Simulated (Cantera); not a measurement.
Hydrocarbon pyrolysis for carbon deposition

A perfectly stirred reactor is fed with 2.38 % CH4, 97.6 % H2, at 0.0188 atm; it is held at 1800 K, and followed from long to short residence time.

Detailed kinetics in Cantera: GRI-Mech 3.0 (53 species, 325 reactions). GRI-Mech 3.0 stops at C3 and has no aromatics, soot or wall deposition, so with more carbon than oxygen in the feed, carbon stays in small species such as C2H2 where larger ones or solid carbon would form. Radical loss at walls, strong at low pressure, is not modelled.

```tsv
τ (s)	x CH4	x H2	x CH3	x H	x CH2	x C2H	x C2H2
0.33	0.0120	0.980	0.000483	0.00196	9.75e-7	9.54e-8	0.00547
0.13	0.0166	0.978	0.000590	0.00173	1.03e-6	4.96e-8	0.00320
0.051	0.0205	0.976	0.000590	0.00139	8.37e-7	1.57e-8	0.00125
0.020	0.0228	0.976	0.000415	0.000880	3.85e-7	1.82e-9	0.000230
0.0078	0.0236	0.976	0.000193	0.000397	8.48e-8	5.13e-11	1.44e-5
0.0030	0.0237	0.976	7.67e-5	0.000156	1.35e-8	<1e-12	4.02e-7
0.0012	0.0238	0.976	3.10e-5	6.24e-5	2.19e-9	<1e-12	9.94e-9
0.00046	0.0238	0.976	1.20e-5	2.38e-5	3.22e-10	<1e-12	2.04e-10
0.00018	0.0238	0.976	4.84e-6	9.19e-6	4.85e-11	<1e-12	4.70e-12
```
x: mole fraction; the columns are a selection and need not sum to one.
